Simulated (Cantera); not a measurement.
**Equilibrium for abatement and gas-phase synthesis: N2O + H2 + N2 + H2O**

Charge: 1 mol N2O, 0.14 mol H2, 0.97 mol N2, 0.32 mol H2O, equilibrated at 1925 K and 158 Torr.

Cantera equilibrium calculation (NASA polynomials, part measured and part estimated; ideal gas, pure solids and liquids). Candidate condensed phases: H2O; 24 gas species. Rates play no part.

* **x(N2)**: 0.686
* **x(H2O)**: 0.159
* **x(O2)**: 0.147
* **x(NO)**: 0.00483
* **x(OH)**: 0.00238
* **x(O)**: 0.000308
* **x(H2)**: 0.000145
* **x(H)**: 2.51e-5
* **x(NO2)**: 3.66e-6
* **gas amount**: 2.862 mol
